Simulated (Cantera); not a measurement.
An adiabatic, constant-volume homogeneous reactor starts with H₂ : O₂ : N₂ = 1 : 0.312 : 1.17 (molar parts), equivalence ratio 1.6, at 950 K and 990000 Pa.

Computed with Cantera and GRI-Mech 3.0 (53 species, 325 reactions). The hydrogen kinetics of GRI-Mech 3.0 are dated; newer H2 mechanisms differ, most at raised pressure. Above 3000 K some thermodynamic fits are extrapolated.

Problem. Predict: time of steepest temperature rise; temperature at 8.00 s; equilibrium temperature; x(H₂) at 8.00 s; x(O₂) at 8.00 s; x(HO₂) at 8.00 s; x(NO) at 8.00 s; x(H₂O₂) at 8.00 s; x(OH) at 8.00 s.

Solution. 
```
Item                                                                   Value
---------------------------------  -----------------------------------------
time of steepest temperature rise                                    22.0 ms
temperature at 8.00 s                                                 3013 K
equilibrium temperature                                               3013 K
x(H₂) at 8.00 s                          0.170 (gas-phase equilibrium 0.170)
x(O₂) at 8.00 s                    0.000208 (gas-phase equilibrium 0.000208)
x(HO₂) at 8.00 s                     9.22e-7 (gas-phase equilibrium 9.22e-7)
x(NO) at 8.00 s                      0.00126 (gas-phase equilibrium 0.00126)
x(H₂O₂) at 8.00 s                    3.70e-7 (gas-phase equilibrium 3.70e-7)
x(OH) at 8.00 s                      0.00701 (gas-phase equilibrium 0.00701)
```
